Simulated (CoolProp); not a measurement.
A single-stage vapour-compression cycle with the fluid: evaporating at 233.15 K (dew point), condensing at 303.15 K (bubble point), superheat 8 K, subcooling 0 K, compressor efficiency 0.9, no pressure losses. The same conditions are run with several fluids, on thermodynamics alone (safety and materials aside).

Values from CoolProp's reference Helmholtz-energy equation of state of each fluid (sulfur dioxide: Gao 2016; R152A: Outcalt 1996; R236FA: Pan 2012; CH2F2 (R32): Tillner-Roth 1997; fluoroethane (R161): Wu 2012; R125: Lemmon 2005).

```tsv
fluid	cooling COP	pressure ratio	discharge temperature (K)	refrigerating effect (kJ/kg)	volumetric capacity (kJ/m³)
sulfur dioxide	2.20	21.4	469.8	324	225
R152A	2.24	14.6	353.4	233	370
R236FA	2.05	21.9	310.4	100	112
CH2F2 (R32)	2.08	10.9	397.0	254	1230
fluoroethane (R161)	2.20	11.7	358.8	288	642
R125	1.78	10.6	318.8	77.9	728
```
